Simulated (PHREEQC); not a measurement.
**Acid rinse or clean: an equilibrium model**

Solution (90 °C): 0.005 mol HCl, 0.0039 mol CaCl2 and 0.0024 mol KCl per kg of water. Closed to the air; pH follows from the charge balance.

Computed with PHREEQC (ion-association model, phreeqc.dat).

Precipitation was switched off in this run.

### Question
Estimate the pH, specific conductance.

### Answer
pH 2.36; specific conductance 8910 µS/cm.

At this temperature some constants are extrapolated from 25 °C, and those without enthalpy data are left unchanged.
